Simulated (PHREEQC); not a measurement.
# Metal-bearing waste water: an equilibrium model

Make-up at 20 °C: 0.0011 mol/kgw Pb(NO3)2, 8.6e-05 mol/kgw ZnCl2 and 0.0056 mol/kgw Na2SO4. Closed to the air; pH follows from the charge balance.

Equilibrium calculation in PHREEQC: ion-association model, phreeqc.dat.

Each row changes one thing in this solution. Precipitation was switched off in this run.

```
case                                                  pH  ionic strength (mol/kgw)  Zn+2 (mol/kgw)  ZnOH+ (mol/kgw)  ZnCl+ (mol/kgw)
--------------------------------------------------  ----  ------------------------  --------------  ---------------  ---------------
as made                                             5.64                    0.0178         6.10e-5          1.36e-8          1.34e-8
Pb(NO3)2 replaced by Al(NO3)3 at the same molality  4.53                    0.0181         6.24e-5          1.07e-9          1.38e-8
Pb(NO3)2 from 0.0011 to 0.00055 mol/kgw             5.80                    0.0171         5.98e-5          1.94e-8          1.33e-8
Na2SO4 from 0.0056 to 0.00112 mol/kgw               5.46                   0.00593         7.78e-5          1.33e-8          2.05e-8
diluted 10-fold with water                          5.93                   0.00195         7.94e-6          4.32e-9         2.42e-10
diluted 2-fold with water                           5.71                   0.00918         3.39e-5          9.67e-9          4.23e-9
ZnCl2 from 8.6e-05 to 1.72e-05 mol/kgw              5.64                    0.0176         1.22e-5          2.73e-9         5.35e-10
temperature from 20 to 75 °C                        5.71                    0.0178         5.61e-5          5.27e-7          9.38e-8
Na2SO4 left out                                     5.39                   0.00349         8.60e-5          1.30e-8          2.40e-8
```

Some of these states are supersaturated (in Anglesite, Gibbsite (slow to form), Pb(OH)2, for instance). Away from 25 °C the constants follow the database's enthalpies or fits; those with neither stay at their 25 °C values.
